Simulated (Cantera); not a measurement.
Mixture: 7.12 % CH₄, 19.5 % O₂, 73.4 % N₂, equivalence ratio 0.73, at 1.78 atm, adiabatic and at constant volume. Ignition delay is the time to a rise of 400 K.

Detailed kinetics in Cantera: GRI-Mech 3.0 (53 species, 325 reactions).

### Question
Predict: delay at 1048 K; delay at 1148 K; delay at 1248 K; delay at 1348 K; delay at 1448 K; delay at 1548 K; apparent activation energy between 1348 and 1548 K.

### Answer
| Property | Value |
|---|---|
| delay at 1048 K | 0.219 s |
| delay at 1148 K | 46.7 ms |
| delay at 1248 K | 11.6 ms |
| delay at 1348 K | 3.29 ms |
| delay at 1448 K | 1.07 ms |
| delay at 1548 K | 0.401 ms |
| apparent activation energy between 1348 and 1548 K | 180 kJ/mol |
